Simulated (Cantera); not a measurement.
Feed: 1 mol SiH2Cl2, 0.016 mol C2H4, 1900 mol H2, held at 2100 K and 0.133 bar.

Method: chemical equilibrium by Gibbs-energy minimisation in Cantera with the NASA 1993 tables (ideal gas, pure condensed phases). Candidate condensed phases: C, C6H6, C7H8, C8H18, Si, SiC; 109 gas species. Gases not in the tables: Si2H6 and higher silanes. Equilibrium is a limit: real reactors are often held back by kinetics, nucleation or transport.

Base state: H2 0.990, H 0.00849, HCl 0.00104, Si 0.000368, SiH 7.26e-5, SiH2 6.65e-5 (mole fractions); condensed: gas only.

**Question.** What changes in the equilibrium state with this change: temperature from 2100 K to 1273 K?

**Answer.** 
```csv
species,before,after
H2,0.990,0.999
HCl,0.00104,0.00105
H,0.00849,1.95e-6
Si,0.000368,<1e-9
SiH2,6.65e-5,4.76e-8
SiH,7.26e-5,<1e-9
"Si(s), mol",0,0.968
"SiC(s), mol",0,0.0259
```
Mutual solubility and eutectic melting of coexisting phases are not modelled.

**Question.** What changes in the equilibrium state with this change: temperature from 2100 K to 1800 K?

**Answer.** 
```csv
species,before,after
H2,0.990,0.998
HCl,0.00104,0.00104
H,0.00849,0.000980
Si,0.000368,2.38e-5
SiH2,6.65e-5,2.99e-5
SiH,7.26e-5,9.91e-6
"Si(l), mol",0,0.843
"SiC(s), mol",0,0.0264
```
Mutual solubility and eutectic melting of coexisting phases are not modelled.

**Question.** What changes in the equilibrium state with this change: SiH2Cl2 replaced by CH3SiH3?

**Answer.** 
| species | before | after |
|---|---|---|
| H2 | 0.990 | 0.991 |
| H | 0.00849 | 0.00849 |
| Si | 0.000368 | 0.000231 |
| HCl | 0.00104 | 0 |
| C2H2 (acetylene) | 4.78e-6 | 0.000163 |
| CH4 | 2.49e-6 | 1.46e-5 |
| SiH | 7.26e-5 | 4.55e-5 |
| SiC(s), mol | 0 | 0.349 |
The feed counts by its element totals alone.
